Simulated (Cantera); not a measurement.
Feed: 1 mol CH2F2, 1.4 mol H2, 2.5 mol HCl, held at 82.0 Pa.

Equilibrium computed with Cantera from the NASA thermochemical tables; the gas is ideal and each condensed phase is pure. Candidate condensed phases: C, C6H6, C7H8, C8H18; 135 gas species. Ions and electrons are included (thermal ionisation). Rates play no part.

Task: At 3227 °C, list the 6 most abundant gas species with their mole fractions, and the condensed phases.

Result: H 0.565, Cl 0.199, F 0.144, C 0.0744, HF 0.0142, C2 0.00168. Condensed: gas only.
